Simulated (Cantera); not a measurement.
Input: 1 mol V, 0.23 mol O₂, 7.9 mol N₂, at 1650 °C and 1.00 bar.

Method: chemical equilibrium by Gibbs-energy minimisation in Cantera with the NASA 1993 tables (ideal gas, pure condensed phases). Candidate condensed phases: V, VN, VO, V₂O₃, V₂O₄, V₂O₅; 13 gas species. Mutual solubility and eutectic melting of coexisting phases are not modelled. VN, VO: taken at fixed stoichiometry. Condensed phases not in the tables: solid solutions among these carbides, nitrides and lower oxides, V₂N. Rates play no part.

Base state: N₂ 1.000 (mole fractions); condensed: VN(s) + VO(s).

**Question.** What changes in the equilibrium state with this change: pressure from 1.00 bar to 67.0 Pa?

**Answer.** 
| species | before | after |
|---|---|---|
| N₂ | 1.000 | 0.998 |
| V | 1.85e-8 | 0.00102 |
| VO | 5.62e-7 | 0.000839 |
| VO₂ | 1.44e-6 | 5.78e-5 |
| VN(s), mol | 0.540 | 0 |
| VO(s), mol | 0.460 | 0.452 |
| V(s), mol | 0 | 0.532 |
VO: taken at fixed stoichiometry. Condensed phases not in the tables: V₂N, N, O or C dissolved in the metal.
